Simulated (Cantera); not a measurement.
A perfectly stirred reactor is fed with C₂H₆ : H₂ = 1 : 2.2 (molar parts), at 0.00395 atm; it is held at 1625 K, and followed from long to short residence time.

Cantera simulation using GRI-Mech 3.0 (53 species, 325 reactions); the numbers are that mechanism's predictions, not measurements. GRI-Mech 3.0 stops at C3 and has no aromatics, soot or wall deposition, so with more carbon than oxygen in the feed, carbon stays in small species such as C2H2 where larger ones or solid carbon would form. Radical loss at walls, strong at low pressure, is not modelled.

Problem. Predict: x(C₂H₆) at τ = 15.0 s; x(H₂) at τ = 15.0 s; x(CH₄) at τ = 15.0 s; x(C₂H₄) at τ = 15.0 s; x(C₂H₂) at τ = 15.0 s; x(C₂H₆) at τ = 67.0 ms; x(H₂) at τ = 67.0 ms; x(CH₄) at τ = 67.0 ms; x(C₂H₄) at τ = 67.0 ms; x(C₂H₂) at τ = 67.0 ms.

Solution. 
```json
{
  "x(C₂H₆) at τ = 15.0 s": "2.25e-5",
  "x(H₂) at τ = 15.0 s": "0.789",
  "x(CH₄) at τ = 15.0 s": "0.0240",
  "x(C₂H₄) at τ = 15.0 s": "0.000233",
  "x(C₂H₂) at τ = 15.0 s": "0.184",
  "x(C₂H₆) at τ = 67.0 ms": "0.00365",
  "x(H₂) at τ = 67.0 ms": "0.686",
  "x(CH₄) at τ = 67.0 ms": "0.157",
  "x(C₂H₄) at τ = 67.0 ms": "0.0159",
  "x(C₂H₂) at τ = 67.0 ms": "0.124"
}
```
